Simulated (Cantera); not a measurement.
Standard-state values (1 bar) from the NASA 1993 polynomials, evaluated with Cantera. Values are per mole of reaction as written; species without (g) are pure solids or liquids, kept so even where they would boil at 1 bar.

**Question.** Between 300 and 1048 K, where is each reaction favourable under standard conditions?
- 12 NbO2 + N2(g) + 6 OH(g) → 2 NH3(g) + 6 Nb2O5

**Answer.** 
- 12 NbO2 + N2(g) + 6 OH(g) → 2 NH3(g) + 6 Nb2O5: ΔG° is -1964 kJ at 300 K and -1397 kJ at 1048 K; it stays negative (K > 1). ΔH° is -2216 kJ and ΔS° -782 J/K at 1048 K.
